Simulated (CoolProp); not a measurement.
Vapour-liquid equilibrium of CHF3 (R23) (1) + propylene (2) at 2.17 bar; x and y are mole fractions of (1).

Computed with CoolProp (multi-fluid Helmholtz-energy mixture model, Penoncello 2003 and Lemmon 2013; pair parameters Bell 2016).

```json
[
 {"x": "0.05", "bubble temperature (°C)": "-41.1", "y at the bubble point": "0.390", "dew temperature at overall composition x (°C)": "-30.6", "liquid density (mol/L)": "14.43"},
 {"x": "0.125", "bubble temperature (°C)": "-51.5", "y at the bubble point": "(withheld)", "dew temperature at overall composition x (°C)": "-32.7", "liquid density (mol/L)": "14.96"},
 {"x": "0.2", "bubble temperature (°C)": "(withheld)", "y at the bubble point": "(withheld)", "dew temperature at overall composition x (°C)": "-34.9", "liquid density (mol/L)": "(withheld)"},
 {"x": "0.275", "bubble temperature (°C)": "-60.6", "y at the bubble point": "0.790", "dew temperature at overall composition x (°C)": "-37.2", "liquid density (mol/L)": "15.74"},
 {"x": "0.35", "bubble temperature (°C)": "-62.6", "y at the bubble point": "0.820", "dew temperature at overall composition x (°C)": "(withheld)", "liquid density (mol/L)": "16.07"},
 {"x": "0.425", "bubble temperature (°C)": "-63.9", "y at the bubble point": "0.838", "dew temperature at overall composition x (°C)": "-42.4", "liquid density (mol/L)": "16.41"},
 {"x": "0.5", "bubble temperature (°C)": "-64.7", "y at the bubble point": "0.851", "dew temperature at overall composition x (°C)": "-45.3", "liquid density (mol/L)": "16.75"},
 {"x": "0.575", "bubble temperature (°C)": "(withheld)", "y at the bubble point": "(withheld)", "dew temperature at overall composition x (°C)": "-48.6", "liquid density (mol/L)": "17.11"},
 {"x": "0.65", "bubble temperature (°C)": "-65.8", "y at the bubble point": "0.872", "dew temperature at overall composition x (°C)": "-52.2", "liquid density (mol/L)": "17.49"},
 {"x": "0.725", "bubble temperature (°C)": "-66.3", "y at the bubble point": "0.884", "dew temperature at overall composition x (°C)": "-56.4", "liquid density (mol/L)": "17.91"},
 {"x": "0.8", "bubble temperature (°C)": "-66.7", "y at the bubble point": "0.900", "dew temperature at overall composition x (°C)": "-61.2", "liquid density (mol/L)": "18.38"},
 {"x": "0.875", "bubble temperature (°C)": "-67.2", "y at the bubble point": "0.923", "dew temperature at overall composition x (°C)": "-65.9", "liquid density (mol/L)": "(withheld)"},
 {"x": "0.95", "bubble temperature (°C)": "-67.6", "y at the bubble point": "0.961", "dew temperature at overall composition x (°C)": "-67.5", "liquid density (mol/L)": "19.45"}
]
```

Q: Fill in the missing entries.

A: 
- 0.125, y at the bubble point: 0.636
- 0.2, bubble temperature (°C): -57.2
- 0.2, y at the bubble point: 0.739
- 0.2, liquid density (mol/L): 15.37
- 0.35, dew temperature at overall composition x (°C): -39.7
- 0.575, bubble temperature (°C): -65.3
- 0.575, y at the bubble point: 0.862
- 0.875, liquid density (mol/L): 18.89

No azeotrope shows between x = 0.05 and 0.95.

The pair parameters rest on a limited set of measurements; away from them the model extrapolates. With so large a gap from Raoult's law the liquid may split in two, which this calculation doesn't test in full.
